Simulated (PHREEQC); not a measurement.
Consider water at 25 °C with 0.016 mol KNO3, 0.0057 mol K2SO4 and 5.8e-05 mol K2SiO3 per kg of water. Closed to the air; pH follows from the charge balance.

Equilibrium calculation in PHREEQC: ion-association model, wateq4f.dat.

This is a speciation only: nothing precipitates in the calculation.

Estimate the pH.

pH 9.85.

In which forms is S present?

SO4-2 91 %, KSO4- 8.9 % of the S.

Species that the database lacks are ignored.
